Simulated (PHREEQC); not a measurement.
0.42 g of hydrous ferric oxide (600 m²/g; 0.2 weak and 0.005 strong sites per Fe, Dzombak-Morel constants, diffuse double layer) in 1 kg of water with 0.3 mol/kgw of an inert sodium salt and 0.0017 mol Na2SO4 and 0.0012 mol NaF, at 25 °C; the pH is set by adding NaOH or the inert anion's acid. Oxygen is held at 0.21 atm. The system is closed to CO2. No solid was allowed to form.

The numbers come from PHREEQC with the ion-association model, wateq4f.dat.

| pH | S sorbed (%) | F sorbed (%) | surface charge σ (C/m²) | surface potential ψ (mV) |
|---|---|---|---|---|
| 3 | 13.7 | 10.1 | 0.146 | 79 |
| 3.5 | [?] | 13.3 | 0.143 | 79 |
| 4 | 12.0 | 14.8 | 0.140 | 78 |
| 4.5 | 11.4 | 15.2 | 0.137 | 77 |
| 5 | 10.3 | 15.0 | 0.129 | 74 |
| 5.5 | 8.3 | 14.1 | 0.115 | 69 |
| 6 | 5.6 | [?] | 0.096 | [?] |
| 6.5 | 3.1 | 10.0 | 0.073 | 50 |
| 7 | 1.3 | 7.0 | 0.051 | 37 |
| 7.5 | 0.4 | 4.1 | 0.027 | 21 |
| 8 | 0.1 | 2.1 | 0.003 | 2 |
| 8.5 | 0.0 | 0.9 | -0.023 | -18 |
| 9 | 0.0 | 0.4 | -0.052 | -38 |

Task: Complete the blanks.

Result: 
- 3.5, S sorbed (%): 12.7
- 6, F sorbed (%): 12.4
- 6, surface potential ψ (mV): 61

The oxide is taken as insoluble; below pH 4 it would dissolve.
